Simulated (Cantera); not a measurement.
A perfectly stirred reactor is fed with CH4 : C2H6 : C3H8 : O2 : N2 : CO2 = 1 : 0.078 : 0.35 : 5.16 : 19.4 : 1 (molar parts), equivalence ratio 0.78, at 0.582 atm; it is adiabatic with a 550 K inlet, and is followed from long to short residence time, starting on the burning branch (τ in s: 0.076, 0.036, 0.017, 0.0081, 0.0038, 0.0018, 0.00086, 0.00041, 0.00019, 9.1e-05).

Cantera simulation using GRI-Mech 3.0 (53 species, 325 reactions); the numbers are that mechanism's predictions, not measurements. GRI-Mech 3.0 was tuned for natural gas; its chemistry of propane as a main component is partial and can be far from experiment.

Task: What does this change do: pressure from 0.582 atm to 4.93 atm?

Result: 
```csv
quantity,before,after
"blow-out, bracketed by the residence times tried","burning at 0.190 ms, out at 91.0 µs","burning at 91.0 µs, the shortest tried"
x(CH4) at τ = 76.0 ms,3.33e-6,1.13e-6
x(C2H6) at τ = 76.0 ms,4.56e-8,1.22e-8
x(C3H8) at τ = 76.0 ms,2.07e-7,5.52e-8
x(NO) at τ = 76.0 ms,0.000325,0.000620
x(H2) at τ = 76.0 ms,0.000946,0.000196
x(CH4) at τ = 1.80 ms,5.10e-5,2.23e-5
x(C2H6) at τ = 1.80 ms,1.00e-6,3.52e-7
x(C3H8) at τ = 1.80 ms,3.93e-6,1.59e-6
x(NO) at τ = 1.80 ms,3.69e-5,8.09e-5
x(H2) at τ = 1.80 ms,0.00452,0.000731
```
